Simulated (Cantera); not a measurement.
**Adiabatic ignition**

An adiabatic, constant-pressure homogeneous reactor starts with 3.50 % CH4, 7.21 % O2, 71.4 % N2, 17.9 % H2O, equivalence ratio 0.97, at 1398 K and 7200 Torr.

Cantera simulation using GRI-Mech 3.0 (53 species, 325 reactions); the numbers are that mechanism's predictions, not measurements.

| t (s) | T (K) | x CH4 | x O2 | x H2O | x CO2 | x CH3 | x H2 |
|---|---|---|---|---|---|---|---|
| 7.00e-6 | 1398 | 0.0350 | 0.0721 | 0.179 | 1.64e-12 | 3.81e-7 | 3.19e-8 |
| 1.77e-5 | 1398 | 0.0350 | 0.0721 | 0.179 | 3.32e-11 | 1.23e-6 | 1.20e-7 |
| 4.46e-5 | 1398 | 0.0350 | 0.0721 | 0.179 | 8.64e-10 | 4.36e-6 | 5.51e-7 |
| 0.000113 | 1398 | 0.0350 | 0.0721 | 0.179 | 2.00e-8 | 1.24e-5 | 3.07e-6 |
| 0.000285 | 1398 | 0.0349 | 0.0721 | 0.179 | 1.91e-7 | 1.91e-5 | 1.71e-5 |
| 0.000719 | 1401 | 0.0343 | 0.0717 | 0.179 | 1.51e-6 | 3.01e-5 | 0.000113 |
| 0.00181 | 1638 | 0.00792 | 0.0416 | 0.211 | 0.00209 | 0.000439 | 0.0115 |
| 0.00458 | 2092 | <1e-12 | 0.00260 | 0.247 | 0.0344 | <1e-12 | 0.000885 |
| 0.0116 | 2092 | <1e-12 | 0.00259 | 0.247 | 0.0344 | <1e-12 | 0.000886 |
| 0.0292 | 2092 | <1e-12 | 0.00256 | 0.247 | 0.0344 | <1e-12 | 0.000889 |
| 0.0738 | 2092 | <1e-12 | 0.00251 | 0.247 | 0.0344 | <1e-12 | 0.000897 |
| 0.186 | 2091 | <1e-12 | 0.00239 | 0.247 | 0.0344 | <1e-12 | 0.000914 |
| 0.470 | 2090 | <1e-12 | 0.00225 | 0.247 | 0.0343 | <1e-12 | 0.000937 |
| 1.19 | 2090 | <1e-12 | 0.00220 | 0.247 | 0.0343 | <1e-12 | 0.000945 |
| 3.00 | 2090 | <1e-12 | 0.00219 | 0.247 | 0.0343 | <1e-12 | 0.000946 |
x: mole fraction; the columns are a selection and need not sum to one.

```yaml
time_of_steepest_temperature_rise: 1.83 ms
temperature at 3.00 s: 2090 K
equilibrium_temperature: 2090 K
x(CH4) at 3.00 s: <1e-12 (gas-phase equilibrium <1e-12)
x(O2) at 3.00 s: 0.00219 (gas-phase equilibrium 0.00219)
x(H2O) at 3.00 s: 0.247 (gas-phase equilibrium 0.247)
```
